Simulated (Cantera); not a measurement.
What does this Cantera script print?

```python
import numpy as np
import cantera as ct

gas = ct.Solution("gri30.yaml")
gas.TPX = 1275, 4800, {'C3H8': 1, 'H2': 1.9}
reactor = ct.IdealGasConstPressureReactor(gas, energy="off", clone=False)
net = ct.ReactorNet([reactor])
net.rtol, net.atol = 1e-08, 1e-18
show = ['C3H8', 'H2', 'CH2', 'C2H4', 'CH4', 'C2H6', 'CH3']
times = np.geomspace(0.0005, 20, 15)

steps = ct.SolutionArray(gas, extra=["t"])
rows = []
print(f"{'t/s':>10s}{'T/K':>9s}{'P/Pa':>11s}" + "".join(f"{s:>11s}" for s in show))
for t in times:
    while net.time < t:
        t_next = net.step()
        steps.append(gas.state, t=t_next)
    rows.append([np.interp(t, steps.t, y) for y in (steps.T, steps.P, *steps(*show).X.T)])
    print(f"{t:10.3e}{rows[-1][0]:9.1f}{rows[-1][1]:11.4g}" + "".join(f"{x:11.3e}" for x in rows[-1][2:]))
rate = np.gradient(steps.T, steps.t)
print("integrator steps:", len(steps.t))
if steps.T.max() > steps.T[0] + 200:
    print(f"time of steepest temperature rise: {steps.t[rate.argmax()]:.4e} s")
gas.TPX = 1275, 4800, {'C3H8': 1, 'H2': 1.9}
gas.equilibrate("TP")
print(f"equilibrium (TP): T = {gas.T:.1f} K  " + "  ".join(f"{s} {gas[s].X[0]:.3e}" for s in show))
```

Output:

```
       t/s      T/K       P/Pa       C3H8         H2        CH2       C2H4        CH4       C2H6        CH3
 5.000e-04   1275.0       4800  3.225e-01  6.454e-01  2.239e-07  1.571e-02  1.244e-02  1.187e-03  2.415e-03
 1.066e-03   1275.0       4800  2.871e-01  6.301e-01  2.330e-07  4.168e-02  3.478e-02  3.493e-03  2.500e-03
 2.272e-03   1275.0       4800  2.234e-01  6.026e-01  1.942e-07  8.835e-02  7.541e-02  7.182e-03  2.213e-03
 4.843e-03   1275.0       4800  1.316e-01  5.633e-01  1.320e-07  1.551e-01  1.351e-01  1.066e-02  1.697e-03
 1.032e-02   1275.0       4800  4.293e-02  5.270e-01  5.832e-08  2.165e-01  1.946e-01  9.768e-03  9.593e-04
 2.201e-02   1275.0       4800  6.083e-03  5.169e-01  1.261e-08  2.328e-01  2.192e-01  4.910e-03  3.574e-04
 4.691e-02   1275.0       4800  6.425e-04  5.212e-01  2.154e-09  2.234e-01  2.206e-01  2.143e-03  1.325e-04
 1.000e-01   1275.0       4800  5.310e-05  5.267e-01  4.914e-10  2.110e-01  2.186e-01  1.018e-03  6.071e-05
 2.132e-01   1275.0       4800  2.597e-06  5.326e-01  1.923e-10  1.964e-01  2.161e-01  5.128e-04  3.722e-05
 4.544e-01   1275.0       4800  7.254e-07  5.406e-01  1.179e-10  1.759e-01  2.125e-01  3.103e-04  2.873e-05
 9.686e-01   1275.0       4800  5.007e-07  5.527e-01  9.525e-11  1.443e-01  2.072e-01  2.374e-04  2.550e-05
 2.065e+00   1275.0       4800  3.042e-07  5.695e-01  7.596e-11  1.006e-01  1.997e-01  1.720e-04  2.240e-05
 4.401e+00   1275.0       4800  1.372e-07  5.863e-01  5.229e-11  5.699e-02  1.921e-01  1.027e-04  1.828e-05
 9.382e+00   1275.0       4800  5.722e-08  5.966e-01  3.486e-11  3.050e-02  1.874e-01  5.850e-05  1.477e-05
 2.000e+01   1275.0       4800  3.829e-08  5.999e-01  2.927e-11  2.272e-02  1.857e-01  4.535e-05  1.348e-05
integrator steps: 1246
equilibrium (TP): T = 1275.0 K  C3H8 4.034e-08  H2 6.227e-01  CH2 3.259e-11  C2H4 2.365e-02  CH4 1.552e-01  C2H6 4.609e-05  CH3 1.299e-05
```

Model: GRI-Mech 3.0 (53 species, 325 reactions), integrated in Cantera. GRI-Mech 3.0 was tuned for natural gas; its chemistry of propane as a main component is partial and can be far from experiment. GRI-Mech 3.0 stops at C3 and has no aromatics, soot or wall deposition, so with more carbon than oxygen in the feed, carbon stays in small species such as C2H2 where larger ones or solid carbon would form. Radical loss at walls, strong at low pressure, is not modelled.
